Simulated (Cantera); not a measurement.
## Tantalum, niobium, vanadium and zirconium in process gases: V + H2O + N2

Feed: 1 mol V, 0.024 mol H2O, 20 mol N2, equilibrated at 1400 K and 7.50 Torr.

Cantera equilibrium calculation (NASA polynomials, part measured and part estimated; ideal gas, pure solids and liquids). Candidate condensed phases: H2O, V, VN, VO, V2O3, V2O4, V2O5; 28 gas species. Mutual solubility and eutectic melting of coexisting phases are not modelled. VN: taken at fixed stoichiometry. Condensed phases not in the tables: the oxides between V2O3 and V2O5 other than VO2, V2N. The numbers say what is thermodynamically allowed, not how fast it happens.

```yaml
x(N2): 0.999
x(H2): 0.00123
x(H2O): 2.77e-6
x(H): 1.70e-6
n(VN(s)): 0.984 mol
n(V2O3(s)): 0.00798 mol
gas_amount: 19.53 mol
log10 activity of V(s) (absent): -2.69
log10 activity of V2O5(l) (absent): -13.21
```
